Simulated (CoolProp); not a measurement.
Methane at 238.89 K and 0.59 MPa is throttled through a valve to 0.104 MPa with no heat exchange. Each further row changes one setting.

Values from CoolProp's reference Helmholtz-energy equation of state, Setzmann 1991.

```json
[
 {"case": "as stated", "temperature change (K)": "-3.3", "final density (kg/m³)": "0.855"},
 {"case": "outlet pressure 0.0312 MPa", "temperature change (K)": "___", "final density (kg/m³)": "0.256"},
 {"case": "outlet pressure 0.135 MPa", "temperature change (K)": "___", "final density (kg/m³)": "___"}
]
```

Task: Fill in the missing entries.

Result: 
- outlet pressure 0.0312 MPa, temperature change (K): -3.8
- outlet pressure 0.135 MPa, temperature change (K): -3.1
- outlet pressure 0.135 MPa, final density (kg/m³): 1.11
